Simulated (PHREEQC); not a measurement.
Alkaline etch or developer (model solution)

Dissolve 0.0015 mol NH3 and 3.1e-07 mol H4SiO4 per kg of water at 25 °C. Closed to the air; pH follows from the charge balance.

Computed with PHREEQC (ion-association model, phreeqc.dat).

```yaml
pH: 10.18
ionic_strength: 0.000157 mol/kgw
total_alkalinity: 1.50 meq/kg
```

```json
[
 {"species": "NH3", "molality": "0.00134", "activity": "0.00134", "log γ": "0.000"},
 {"species": "NH4+", "molality": "0.000157", "activity": "0.000155", "log γ": "-0.006"},
 {"species": "OH-", "molality": "0.000157", "activity": "0.000154", "log γ": "-0.006"},
 {"species": "H3SiO4-", "molality": "2.15e-7", "activity": "2.12e-7", "log γ": "-0.006"},
 {"species": "H4SiO4", "molality": "9.44e-8", "activity": "9.44e-8", "log γ": "0.000"}
]
```

No solid was allowed to form. Complexes and solids missing from the database can't appear.
